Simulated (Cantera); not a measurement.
A Cantera script and what it prints.

```python
import numpy as np
import cantera as ct

gas_names = """
    AL ALCL ALCL2 ALCL3 ALH ALN AL2 AL2CL6 CL CL2 H HCL H2 N NH NH2 NH3 N2 N2H2 N2H4
""".split()
cond_names = """
    AL(cr) AL(L) ALCL3(s) ALCL3(L) ALN(s) NH4CL(a) NH4CL(b)
""".split()


# ... load() reads the species with a 1 bar reference pressure and builds the phases ...
atoms = {
    'AlCl3': {'AL': 1, 'CL': 3},
    'HCl': {'H': 1, 'CL': 1},
    'N2': {'N': 2},
}
top_T = {'ALN(s)': 2750}  # K; cautious upper limits of use, not melting points


# ... equilibrate(T, P, feed) seeds the gas with the atoms and calls Mixture.equilibrate('TP', solver="vcs", rtol=1e-11, max_steps=5000) ...
results = []
feed = {'AlCl3': 1, 'HCl': 1.3, 'N2': 52}  # mol
T = 898  # K
P = 1333.22  # Pa
mix = equilibrate(T, P, feed)
results.append((T, P, feed, dict(zip(mix.species_names, mix.species_moles))))
print(gas.report(threshold=1e-06))
for i in range(1, mix.n_phases):
    print(f"{mix.phase(i).name:16s} {mix.phase_moles(i):12.5e} mol")
```

Output:

```
       temperature   898 K
          pressure   1333.2 Pa
           density   0.0053847 kg/m^3
  mean mol. weight   30.156 kg/kmol
   phase of matter   gas

                          1 kg             1 kmol
                     ---------------   ---------------
          enthalpy        1.8937e+05        5.7105e+06  J
   internal energy            -58228       -1.7559e+06  J
           entropy              8801         2.654e+05  J/K
    Gibbs function       -7.7139e+06       -2.3262e+08  J
 heat capacity c_p            1094.1             32993  J/K
 heat capacity c_v            818.38             24679  J/K

                      mass frac. Y      mole frac. X     chem. pot. / RT
                     ---------------   ---------------   ---------------
             ALCL3          0.081407          0.018412           -128.44
            AL2CL6        1.9381e-05        2.1917e-06           -256.88
               HCL          0.028944          0.023941           -44.426
                N2           0.88963           0.95764           -28.953
     [  +16 minor]        1.5493e-07        1.7185e-07

AL(cr)            0.00000e+00 mol
ALCL3(L)          0.00000e+00 mol
ALN(s)            0.00000e+00 mol
```

Equilibrium computed with Cantera from the NASA thermochemical tables; the gas is ideal and each condensed phase is pure.
